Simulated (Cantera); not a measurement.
Input: 1 mol BN, 1.1 mol HF, 28 mol N2, held at 1.00 bar.

Cantera equilibrium calculation (NASA polynomials, part measured and part estimated; ideal gas, pure solids and liquids). Candidate condensed phases: B, BN; 31 gas species. The tables' values for BF2 are old estimates; treat these amounts as uncertain. The numbers say what is thermodynamically allowed, not how fast it happens.

### Question
At 1823 K, list the 4 most abundant gas species with their mole fractions, and the condensed phases.

### Answer
N2 0.968, H2 0.0168, BF3 0.0106, HF 0.00393. Condensed: BN(s).
